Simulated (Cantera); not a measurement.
A Cantera script and what it prints.

```python
import numpy as np
import cantera as ct

gas_names = [...]  # 95 gases of nasa_gas.yaml made of C, F, H
cond_names = """
    C(gr) C6H6(L) C7H8(L) C8H18(L),n-octa
""".split()


# ... load() reads the species with a 1 bar reference pressure and builds the phases ...
atoms = {
    'C2F6': {'C': 2, 'F': 6},
    'H2': {'H': 2},
    'F2': {'F': 2},
}
top_T = {'C(gr)': 4500}  # K; cautious upper limits of use, not melting points


# ... equilibrate(T, P, feed) seeds the gas with the atoms and calls Mixture.equilibrate('TP', solver="vcs", rtol=1e-11, max_steps=5000) ...
results = []
feed = {'C2F6': 1, 'H2': 0.11, 'F2': 0.21}  # mol
T = 1698  # K
P = 770  # Pa
mix = equilibrate(T, P, feed)
results.append((T, P, feed, dict(zip(mix.species_names, mix.species_moles))))
print(gas.report(threshold=0.001))
for i in range(1, mix.n_phases):
    print(f"{mix.phase(i).name:16s} {mix.phase_moles(i):12.5e} mol")
```

It prints:

```
       temperature   1698 K
          pressure   770 Pa
           density   0.004322 kg/m^3
  mean mol. weight   79.244 kg/kmol
   phase of matter   gas

                          1 kg             1 kmol
                     ---------------   ---------------
          enthalpy       -9.1462e+06       -7.2477e+08  J
   internal energy       -9.3243e+06       -7.3889e+08  J
           entropy            5486.6        4.3478e+05  J/K
    Gibbs function       -1.8462e+07        -1.463e+09  J
 heat capacity c_p            1202.4             95281  J/K
 heat capacity c_v            1097.5             86966  J/K

                      mass frac. Y      mole frac. X     chem. pot. / RT
                     ---------------   ---------------   ---------------
               CF2         0.0038737         0.0061384           -57.058
               CF4           0.96385            0.8679           -111.69
                 F        0.00033916         0.0014147           -27.315
                HF          0.031244           0.12376           -50.412
     [  +91 minor]        0.00068991        0.00079277

C(gr)             4.44819e-01 mol
```

Cantera equilibrium calculation (NASA polynomials, part measured and part estimated; ideal gas, pure solids and liquids). The feed counts by its element totals alone. Gases not in the tables: C2F6 and larger saturated fluorocarbons.
